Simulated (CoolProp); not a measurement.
Hydrogen chloride along the isobar 559 kPa: Z from the reference equation and from simpler models built on Tc = 51.5 °C, pc = 8314 kPa, ω = 0.130; each cubic takes its own stable root.

The numbers come from the reference Helmholtz-energy equation of state, Thol 2018 in CoolProp.

```csv
T (°C),phase,reference,Pitzer virial,van der Waals,Soave-Redlich-Kwong,Peng-Robinson
-26.55,gas,0.9352,0.9447,0.9605,0.9464,0.9432
-23.05,gas,0.9385,0.9471,0.9618,0.9486,0.9454
-19.65,gas,0.9414,0.9493,0.9630,0.9506,0.9474
-16.15,gas,0.9442,0.9514,0.9642,0.9525,0.9494
-12.65,gas,0.9468,0.9534,0.9653,0.9544,0.9513
-9.25,gas,0.9492,0.9553,0.9664,0.9561,0.9531
-5.75,gas,0.9515,0.9571,0.9674,0.9578,0.9548
-2.25,gas,0.9536,0.9589,0.9684,0.9594,0.9564
1.25,gas,0.9556,0.9605,0.9694,0.9609,0.9580
4.65,gas,0.9575,0.9620,0.9703,0.9624,0.9594
8.15,gas,0.9592,0.9635,0.9712,0.9638,0.9608
11.65,gas,0.9609,0.9649,0.9720,0.9651,0.9622
15.15,gas,0.9625,0.9662,0.9728,0.9664,0.9635
18.55,gas,0.9639,0.9675,0.9736,0.9675,0.9647
22.05,gas,0.9653,0.9687,0.9744,0.9687,0.9659
25.55,gas,0.9666,0.9698,0.9751,0.9698,0.9670
```
